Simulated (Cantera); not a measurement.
A Cantera script and what it prints.

```python
import numpy as np
import cantera as ct

gas_names = """
    C CN CO CO2 C2 CCN CNC C2N2 C2O C3 C3O2 C4 C4N2 C5 N NCO NO NO2 NO3 N2 N2O O O2 O3 Pb PbO Pb2
""".split()
cond_names = """
    C(gr) Pb(cr) Pb(L) PbO(rd) PbO(yw) PbO(L) PbO2(s) Pb3O4(s)
""".split()


# ... load() reads the species with a 1 bar reference pressure and builds the phases ...
atoms = {
    'PbO': {'Pb': 1, 'O': 1},
    'CO': {'C': 1, 'O': 1},
    'N2': {'N': 2},
}
top_T = {'C(gr)': 4500, 'Pb3O4(s)': 820}  # K; cautious upper limits of use, not melting points


# ... equilibrate(T, P, feed) seeds the gas with the atoms and calls Mixture.equilibrate('TP', solver="vcs", rtol=1e-11, max_steps=5000) ...
results = []
feed = {'PbO': 1, 'CO': 1, 'N2': 0.27}  # mol
P = 160000  # Pa
for T in [873, 948, 1023, 1098, 1173, 1248, 1323, 1398, 1473]:
    mix = equilibrate(T, P, feed)
    results.append((T, P, feed, dict(zip(mix.species_names, mix.species_moles))))
    x = sorted(zip(gas.X, gas.species_names), reverse=True)
    print(f"T = {T:g} K  P = {P:g} Pa  gas = {mix.phase_moles(0):.4g} mol")
    print("   x: " + "  ".join(f"{s} {v:.3e}" for v, s in x if v > 1e-06))
    print("   condensed (mol): " + ("  ".join(f"{mix.phase(i).name} {mix.phase_moles(i):.4g}"
          for i in range(1, mix.n_phases) if mix.phase_moles(i) > 1e-12) or "none"))
```

It prints:

```
T = 873 K  P = 160000 Pa  gas = 1.27 mol
   x: CO2 7.874e-01  N2 2.126e-01  CO 2.622e-05
   condensed (mol): Pb(L) 1  PbO(yw) 3.33e-05
T = 948 K  P = 160000 Pa  gas = 1.27 mol
   x: CO2 7.873e-01  N2 2.126e-01  CO 5.276e-05  Pb 2.993e-06
   condensed (mol): Pb(L) 0.9999  PbO(yw) 6.697e-05
T = 1023 K  P = 160000 Pa  gas = 1.27 mol
   x: CO2 7.873e-01  N2 2.126e-01  CO 9.626e-05  Pb 1.666e-05
   condensed (mol): Pb(L) 0.9999  PbO(yw) 0.0001217
T = 1098 K  P = 160000 Pa  gas = 1.27 mol
   x: CO2 7.872e-01  N2 2.126e-01  CO 1.625e-04  Pb 7.300e-05  PbO 3.665e-06
   condensed (mol): Pb(L) 0.9997  PbO(yw) 0.0002017
T = 1173 K  P = 160000 Pa  gas = 1.27 mol
   x: CO2 7.869e-01  N2 2.125e-01  CO 2.659e-04  Pb 2.636e-04  PbO 2.413e-05
   condensed (mol): Pb(L) 0.9993  PbO(L) 0.0003071
T = 1248 K  P = 160000 Pa  gas = 1.271 mol
   x: CO2 7.862e-01  N2 2.124e-01  Pb 8.126e-04  CO 4.691e-04  PbO 1.100e-04
   condensed (mol): Pb(L) 0.9984  PbO(L) 0.0004565
T = 1323 K  P = 160000 Pa  gas = 1.273 mol
   x: CO2 7.846e-01  N2 2.120e-01  Pb 2.198e-03  CO 7.795e-04  PbO 4.172e-04
   condensed (mol): Pb(L) 0.9962  PbO(L) 0.0004611
T = 1398 K  P = 160000 Pa  gas = 1.278 mol
   x: CO2 7.809e-01  N2 2.112e-01  Pb 5.327e-03  CO 1.292e-03  PbO 1.292e-03  Pb2 1.109e-06
   condensed (mol): Pb(L) 0.9915
T = 1473 K  P = 160000 Pa  gas = 1.289 mol
   x: CO2 7.733e-01  N2 2.095e-01  Pb 1.177e-02  CO 2.681e-03  PbO 2.679e-03  Pb2 4.139e-06
   condensed (mol): Pb(L) 0.9814
```

Equilibrium computed with Cantera from the NASA thermochemical tables; the gas is ideal and each condensed phase is pure. Each liquid is taken as pure. Mutual solubility and eutectic melting of coexisting phases are not modelled. Gases not in the tables: (PbO)n polymers.
